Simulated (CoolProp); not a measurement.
A single-stage vapour-compression cycle with R236FA: evaporating at 287.15 K (dew point), condensing at 337.15 K (bubble point), superheat 0 K, subcooling 8 K, compressor efficiency 0.65, no pressure losses. Each further row changes one setting.

The numbers come from the reference Helmholtz-energy equation of state, Pan 2012 in CoolProp.

```
case                              cooling COP  pressure ratio  discharge temperature (K)  refrigerating effect (kJ/kg)  volumetric capacity (kJ/m³)
--------------------------------  -----------  --------------  -------------------------  ----------------------------  ---------------------------
as stated                                2.94            4.57                      338.4                          98.3                         1250
evaporating temperature 292.15 K         3.43            3.82                      338.0                           102                         1530
condensing temperature 332.15 K          3.41            4.01                      333.7                           105                         1330
subcooling 13 K                          3.13            4.57                      338.4                           105                         1330
superheat 10 K                           3.01            4.57                      348.5                           107                         1300
compressor efficiency 0.55               2.49            4.57                      344.2                          98.3                         1250
```
